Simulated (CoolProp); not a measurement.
R13 along the isotherm -28.65 °C: Z from the reference equation and from simpler models built on Tc = 29.9 °C, pc = 39.73 bar, ω = 0.175; each cubic takes its own stable root.

The numbers come from the reference Helmholtz-energy equation of state, Platzer 1990 in CoolProp. This equation is an older, rougher fit; its heat capacities, sound speeds and derivatives of the liquid may be far off and weren't checked against measurements.

```json
[
 {"p (bar)": "7.64", "phase": "gas", "reference": "0.8463"},
 {"p (bar)": "15.3", "phase": "liquid", "reference": "0.06060"},
 {"p (bar)": "22.9", "phase": "liquid", "reference": "0.09025"},
 {"p (bar)": "30.6", "phase": "liquid", "reference": "0.1200"},
 {"p (bar)": "38.2", "phase": "liquid", "reference": "0.1492"},
 {"p (bar)": "45.8", "phase": "liquid", "reference": "0.1781"},
 {"p (bar)": "53.5", "phase": "liquid", "reference": "0.2072"},
 {"p (bar)": "61.1", "phase": "liquid", "reference": "0.2357"},
 {"p (bar)": "68.8", "phase": "liquid", "reference": "0.2644"},
 {"p (bar)": "76.4", "phase": "liquid", "reference": "0.2925"},
 {"p (bar)": "84", "phase": "liquid", "reference": "0.3205"},
 {"p (bar)": "91.7", "phase": "liquid", "reference": "0.3487"},
 {"p (bar)": "99.3", "phase": "liquid", "reference": "0.3764"}
]
```

Task: How far does each simpler model (van der Waals, Redlich-Kwong, Soave-Redlich-Kwong) lie from the reference over these 13 states: mean and median of the absolute difference, and the worst?

Result: 
- van der Waals: mean 128.3 %, median 46.3 %, worst +1146.4 % at -28.65 °C and 15.3 bar
- Redlich-Kwong: mean 5.8 %, median 5.8 %, worst +8.5 % at -28.65 °C and 15.3 bar
- Soave-Redlich-Kwong: mean 3.4 %, median 3.4 %, worst +5.1 % at -28.65 °C and 15.3 bar

At some of these states van der Waals gives the other phase, because its saturation line lies elsewhere.
